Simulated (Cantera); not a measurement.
## Adiabatic ignition

An adiabatic, constant-volume homogeneous reactor starts with 8.84 % H2, 13.8 % O2, 77.4 % N2, equivalence ratio 0.32, at 975 K and 13.8 atm.

Model: the H2/O2 subset of GRI-Mech 3.0, which has no nitrogen chemistry, integrated in Cantera. The hydrogen kinetics of GRI-Mech 3.0 are dated; newer H2 mechanisms differ, most at raised pressure. The pressure lies above the range GRI-Mech 3.0 was tuned for (to about 10 atm).

| t (s) | T (K) | P (bar) | x H2 | x O2 | x HO2 | x H2O | x O | x H | x H2O2 |
|---|---|---|---|---|---|---|---|---|---|
| 3.00e-6 | 975 | 14.0 | 0.0884 | 0.138 | 3.81e-10 | 1.60e-11 | 1.09e-12 | 3.18e-12 | <1e-12 |
| 8.02e-6 | 975 | 14.0 | 0.0884 | 0.138 | 1.03e-9 | 4.64e-11 | 1.10e-12 | 3.21e-12 | 2.86e-12 |
| 2.14e-5 | 975 | 14.0 | 0.0884 | 0.138 | 2.77e-9 | 1.29e-10 | 1.13e-12 | 3.27e-12 | 2.07e-11 |
| 5.73e-5 | 975 | 14.0 | 0.0884 | 0.138 | 7.42e-9 | 3.60e-10 | 1.19e-12 | 3.45e-12 | 1.48e-10 |
| 0.000153 | 975 | 14.0 | 0.0884 | 0.138 | 1.99e-8 | 1.08e-9 | 1.36e-12 | 3.95e-12 | 1.04e-9 |
| 0.000410 | 975 | 14.0 | 0.0884 | 0.138 | 5.46e-8 | 4.31e-9 | 1.90e-12 | 5.53e-12 | 7.27e-9 |
| 0.00110 | 975 | 14.0 | 0.0884 | 0.138 | 1.64e-7 | 3.27e-8 | 4.05e-12 | 1.18e-11 | 5.11e-8 |
| 0.00293 | 975 | 14.0 | 0.0884 | 0.138 | 7.23e-7 | 5.04e-7 | 1.80e-11 | 5.22e-11 | 4.46e-7 |
| 0.00783 | 975 | 14.0 | 0.0884 | 0.138 | 4.62e-6 | 1.84e-5 | 2.06e-10 | 6.00e-10 | 8.33e-6 |
| 0.0209 | 987 | 14.2 | 0.0872 | 0.137 | 2.39e-5 | 0.00111 | 4.38e-9 | 1.26e-8 | 0.000166 |
| 0.0560 | 1800 | 24.7 | 3.22e-6 | 0.0980 | 1.40e-6 | 0.0924 | 7.72e-6 | 1.30e-7 | 1.28e-7 |
| 0.150 | 1800 | 24.7 | 3.22e-6 | 0.0980 | 1.40e-6 | 0.0924 | 7.72e-6 | 1.30e-7 | 1.28e-7 |
| 0.400 | 1800 | 24.7 | 3.22e-6 | 0.0980 | 1.40e-6 | 0.0924 | 7.72e-6 | 1.30e-7 | 1.28e-7 |
x: mole fraction; the columns are a selection and need not sum to one.

| Item | Value |
|---|---|
| time of steepest temperature rise | 28.4 ms |
| temperature at 0.400 s | 1800 K |
| equilibrium temperature | 1800 K |
| x(H2) at 0.400 s | 3.22e-6 (gas-phase equilibrium 3.22e-6) |
| x(O2) at 0.400 s | 0.0980 (gas-phase equilibrium 0.0980) |
| x(HO2) at 0.400 s | 1.40e-6 (gas-phase equilibrium 1.40e-6) |
